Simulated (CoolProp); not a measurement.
A single-stage vapour-compression cycle with propylene: evaporating at 207.15 K (dew point), condensing at 277.15 K (bubble point), superheat 10 K, subcooling 8 K, compressor efficiency 0.85, no pressure losses. Each further row changes one setting.

Model: reference Helmholtz-energy equation of state, Lemmon 2013, in CoolProp.

```tsv
case	cooling COP	pressure ratio	discharge temperature (K)	refrigerating effect (kJ/kg)	volumetric capacity (kJ/m³)
as stated	1.97	16.3	339.9	331	316
evaporating temperature 212.15 K	2.23	12.4	333.7	337	413
condensing temperature 272.15 K	2.18	14.0	332.9	343	328
subcooling 13 K	2.04	16.3	339.9	343	328
superheat 20 K	1.96	16.3	351.2	344	313
compressor efficiency 0.75	1.74	16.3	352.3	331	316
```
